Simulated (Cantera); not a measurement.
A diamond (100) surface in a fixed gas of H2 with x(CH4) = 0.0047, x(CH3) = 0.00039, at 950 K, 29.3 Torr; coverages are run to steady state.

Computed with Cantera and the Harris–Goodwin 1993 mechanism for the reconstructed diamond (100) surface.

θ: site fractions in the mechanism's names (c6HH fully hydrogenated, c6H* and c6*H radical sites, c6** diradical, c6HM methylated).

```tsv
x(H)	growth (µm/h)	θ c6HH	θ c6H*	θ c6*H	θ c6**	θ c6HM
0.0001	?	0.263	0.00512	0.122	0.000988	0.467
0.0002	?	0.319	0.00653	0.155	0.00179	0.397
0.00038	?	0.388	0.00818	0.194	0.00281	0.312
0.00074	?	0.464	0.00997	0.237	0.00397	0.219
0.0015	?	0.533	0.0116	0.275	0.00503	0.134
0.0028	5.44	0.577	0.0126	0.299	0.00572	0.0809
0.0055	5.85	0.607	0.0133	0.316	0.00619	0.0443
0.011	6.09	0.624	0.0138	0.325	0.00646	0.0231
0.021	6.21	0.633	0.0141	0.330	0.00661	0.0123
```

Q: Some entries are withheld; supply them.

A: 
- 0.0001, growth (µm/h): 1.12
- 0.0002, growth (µm/h): 1.90
- 0.00038, growth (µm/h): 2.84
- 0.00074, growth (µm/h): 3.89
- 0.0015, growth (µm/h): 4.83
